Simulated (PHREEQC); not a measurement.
Acid rinse or clean

Make-up at 20 °C: 0.00275 mol HF per kg of water. Closed to the air; pH follows from the charge balance.

All values are PHREEQC results (ion-association model, phreeqc.dat), not measurements.

No solid was allowed to form.

Predict the pH, ionic strength, specific conductance.

pH 2.96; ionic strength 0.00113 mol/kgw; specific conductance 395 µS/cm.

In which forms is F present?

HF 59 %, F- 41 % of the F.
